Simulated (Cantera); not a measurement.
## Ammonia decomposition in nitride growth gas

An isothermal, constant-pressure homogeneous reactor starts with NH3 : N2 = 1 : 13 (molar parts), at 1475 K and 750 Torr.

Model: the gas-phase N/H chemistry of the illustrative SiF4/NH3 mechanism in the Surface Chemkin manual (1991), integrated in Cantera. Walls and surfaces, which speed up NH3 decomposition in real reactors, are not modelled.

| t (s) | x NH3 | x N2 | x N2H2 | x H | x N |
|---|---|---|---|---|---|
| 0.000300 | 0.0714 | 0.929 | 3.78e-12 | 7.12e-10 | <1e-12 |
| 0.00111 | 0.0714 | 0.929 | 6.27e-11 | 7.22e-10 | <1e-12 |
| 0.00413 | 0.0714 | 0.929 | 9.58e-10 | 8.74e-10 | <1e-12 |
| 0.0153 | 0.0714 | 0.929 | 1.22e-8 | 3.03e-9 | 8.79e-12 |
| 0.0569 | 0.0713 | 0.929 | 2.91e-8 | 1.41e-8 | 5.08e-11 |
| 0.211 | 0.0710 | 0.928 | 2.88e-8 | 4.89e-8 | 1.98e-10 |
| 0.783 | 0.0700 | 0.928 | 2.71e-8 | 1.65e-7 | 7.71e-10 |
| 2.91 | 0.0664 | 0.927 | 2.21e-8 | 5.04e-7 | 1.95e-9 |
| 10.8 | 0.0573 | 0.923 | 1.31e-8 | 1.25e-6 | 2.24e-9 |
| 40.0 | 0.0416 | 0.917 | 4.94e-9 | 2.29e-6 | 1.32e-9 |
x: mole fraction; the columns are a selection and need not sum to one.

Equilibrium at this temperature and pressure: NH3 1.98e-6, N2 0.900, N2H2 <1e-12, H 4.13e-6, N <1e-12 (gas phase only).
